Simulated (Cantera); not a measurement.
Feed: 1 mol SiH4, 21 mol NH3, 11 mol N2, held at 848 K and 7.50 Torr.

These are equilibrium values from Cantera (NASA tables, ideal gas, pure condensed phases), not measurements of a reactor. Candidate condensed phases: Si, Si3N4; 18 gas species. Equilibrium is a limit: real reactors are often held back by kinetics, nucleation or transport.

Base state: H2 0.617, N2 0.383 (mole fractions); condensed: Si3N4(s).

### Question
What changes in the equilibrium state with this change: SiH4 replaced by SiHCl3?

### Answer
```tsv
species	before	after
H2	0.617	0.561
N2	0.383	0.383
HCl	0	0.0552
Si3N4(s), mol	0.333	0.333
```
Further candidate phases: NH4Cl.
